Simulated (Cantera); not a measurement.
# Stirred combustor or abatement burner

A perfectly stirred reactor is fed with 24.7 % H2, 15.8 % O2, 59.5 % N2, equivalence ratio 0.78, at 0.250 bar; it is adiabatic with a 400 K inlet, and is followed from long to short residence time, starting on the burning branch (τ in s: 0.095, 0.035, 0.013, 0.0048, 0.0018, 0.00066, 0.00025, 9.1e-05, 3.4e-05, 1.2e-05).

Model: the H2/O2 subset of GRI-Mech 3.0, which has no nitrogen chemistry, integrated in Cantera.

```tsv
τ (s)	T (K)	x H2	x O2	x HO2	x H2O2	x O
0.095	2162	0.00531	0.0392	1.90e-6	8.30e-8	0.00181
0.035	2116	0.00823	0.0398	2.15e-6	9.00e-8	0.00288
0.013	2035	0.0129	0.0413	2.92e-6	1.20e-7	0.00481
0.0048	1913	0.0188	0.0439	4.44e-6	1.95e-7	0.00764
0.0018	1755	0.0243	0.0475	6.63e-6	3.89e-7	0.0108
0.00066	1569	0.0290	0.0523	9.74e-6	9.10e-7	0.0135
0.00025	1373	0.0364	0.0599	1.46e-5	1.77e-6	0.0138
9.1e-5	400	0.247	0.158	<1e-12	<1e-12	<1e-12
3.4e-5	400	0.247	0.158	<1e-12	<1e-12	<1e-12
1.2e-5	400	0.247	0.158	<1e-12	<1e-12	<1e-12
```
x: mole fraction; the columns are a selection and need not sum to one.
